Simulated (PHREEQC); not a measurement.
Solution (50 °C): 0.067 mol/kgw CdCl2, 0.16 mol/kgw CaCl2, 0.00021 mol/kgw NaHCO3 and 0.28 mol/kgw Na2SO4. Closed to the air; pH follows from the charge balance.

Model: ion-association model, wateq4f.dat, run in PHREEQC.

The ionic strength comes out as 0.927 mol/kgw. What activity coefficients do Na+, CdOH+, Cd(SO4)2-2, CdCl+, CdHCO3+ get?

Na+ 0.70, CdOH+ 0.77, Cd(SO4)2-2 0.35, CdCl+ 0.77, CdHCO3+ 0.77.

Precipitation was switched off in this run. The solution is supersaturated, for example in Otavite, Gypsum, so a real one may precipitate; this is no full list. The ionic strength is past about 0.7 mol/kgw, beyond the range of this activity model, so the values are rough. Constants without temperature data keep their 25 °C values here.
